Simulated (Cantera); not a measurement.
Input: 1 mol BN, 12 mol NF3, 0.68 mol N2, equilibrated at 1000 K and 0.00360 bar.

These are equilibrium values from Cantera (NASA tables, ideal gas, pure condensed phases), not measurements of a reactor. Candidate condensed phases: B, BN; 13 gas species. The numbers say what is thermodynamically allowed, not how fast it happens.

Base state: F 0.626, N2 0.200, F2 0.146, BF3 0.0278, NF3 3.68e-5 (mole fractions); condensed: gas only.

### Question
What changes in the equilibrium state with this change: NF3 from 12 to 0.73 mol?

### Answer
```tsv
species	before	after
N2	0.200	0.659
BF3	0.0278	0.341
F	0.626	<1e-9
F2	0.146	<1e-9
NF3	3.68e-5	<1e-9
BN(s), mol	0	0.270
```

### Question
What changes in the equilibrium state with this change: pressure from 0.00360 bar to 0.100 bar?

### Answer
| species | before | after |
|---|---|---|
| F2 | 0.146 | 0.483 |
| N2 | 0.200 | 0.258 |
| F | 0.626 | 0.216 |
| BF3 | 0.0278 | 0.0364 |
| NF3 | 3.68e-5 | 0.00695 |
